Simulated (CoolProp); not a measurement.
Nitrogen at 298.15 K and 2.16 MPa flows at 1.9 m/s in a round tube of 2 mm bore and 0.25 µm roughness, fully developed (64/Re and Nu = 3.66 if laminar; Colebrook and Gnielinski if turbulent). Each further row changes one setting.

Values from CoolProp's reference Helmholtz-energy equation of state, Span 2000.

```json
[
 {"case": "as stated", "Reynolds number": "5140", "Darcy friction factor": "(withheld)", "pressure drop (Pa/m)": "(withheld)", "heat-transfer coefficient (W/(m² K))": "(withheld)", "mass flow (kg/h)": "(withheld)"},
 {"case": "velocity 3.8 m/s", "Reynolds number": "10300", "Darcy friction factor": "(withheld)", "pressure drop (Pa/m)": "(withheld)", "heat-transfer coefficient (W/(m² K))": "409", "mass flow (kg/h)": "1.05"},
 {"case": "diameter 4 mm", "Reynolds number": "10300", "Darcy friction factor": "0.0308", "pressure drop (Pa/m)": "340", "heat-transfer coefficient (W/(m² K))": "(withheld)", "mass flow (kg/h)": "(withheld)"}
]
```

Problem. Fill in the missing entries.

Solution. 
- as stated, Darcy friction factor: 0.0372
- as stated, pressure drop (Pa/m): 823
- as stated, heat-transfer coefficient (W/(m² K)): 224
- as stated, mass flow (kg/h): 0.526
- velocity 3.8 m/s, Darcy friction factor: 0.0309
- velocity 3.8 m/s, pressure drop (Pa/m): 2730
- diameter 4 mm, heat-transfer coefficient (W/(m² K)): 204
- diameter 4 mm, mass flow (kg/h): 2.10

Viscosity comes from a separate model (Lemmon 2004). Thermal conductivity comes from a separate model (Lemmon 2004).
